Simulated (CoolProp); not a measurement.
Properties of diethyl ether along the isobar 4580 kPa (Tc = 194.7 °C, pc = 3717 kPa, ω = 0.282).

Values from CoolProp's reference Helmholtz-energy equation of state, Thol 2014.

```json
[
 {"T (°C)": "113.75", "phase": "liquid", "Z": "0.1754", "cp (kJ/(kg K))": "2.674", "Joule-Thomson coefficient (K/MPa)": "-0.02334"},
 {"T (°C)": "131.65", "phase": "liquid", "Z": "?", "cp (kJ/(kg K))": "2.777", "Joule-Thomson coefficient (K/MPa)": "?"},
 {"T (°C)": "149.55", "phase": "liquid", "Z": "0.1783", "cp (kJ/(kg K))": "?", "Joule-Thomson coefficient (K/MPa)": "?"},
 {"T (°C)": "167.45", "phase": "liquid", "Z": "0.1840", "cp (kJ/(kg K))": "?", "Joule-Thomson coefficient (K/MPa)": "?"},
 {"T (°C)": "185.35", "phase": "liquid", "Z": "0.1967", "cp (kJ/(kg K))": "3.525", "Joule-Thomson coefficient (K/MPa)": "1.591"},
 {"T (°C)": "203.25", "phase": "supercritical", "Z": "0.2436", "cp (kJ/(kg K))": "6.034", "Joule-Thomson coefficient (K/MPa)": "6.286"},
 {"T (°C)": "221.15", "phase": "supercritical", "Z": "?", "cp (kJ/(kg K))": "4.431", "Joule-Thomson coefficient (K/MPa)": "12.14"},
 {"T (°C)": "239.05", "phase": "supercritical", "Z": "0.5983", "cp (kJ/(kg K))": "3.278", "Joule-Thomson coefficient (K/MPa)": "9.503"},
 {"T (°C)": "256.95", "phase": "supercritical", "Z": "0.6701", "cp (kJ/(kg K))": "2.966", "Joule-Thomson coefficient (K/MPa)": "7.802"},
 {"T (°C)": "274.85", "phase": "supercritical", "Z": "0.7225", "cp (kJ/(kg K))": "2.837", "Joule-Thomson coefficient (K/MPa)": "6.617"}
]
```

### Question
Some entries are withheld; supply them.

### Answer

- 131.65, Z: 0.1759
- 131.65, Joule-Thomson coefficient (K/MPa): 0.1101
- 149.55, cp (kJ/(kg K)): 2.910
- 149.55, Joule-Thomson coefficient (K/MPa): 0.3179
- 167.45, cp (kJ/(kg K)): 3.109
- 167.45, Joule-Thomson coefficient (K/MPa): 0.6928
- 221.15, Z: 0.4827

The peak of cp marks the crossing from liquid-like to gas-like fluid above the critical point.
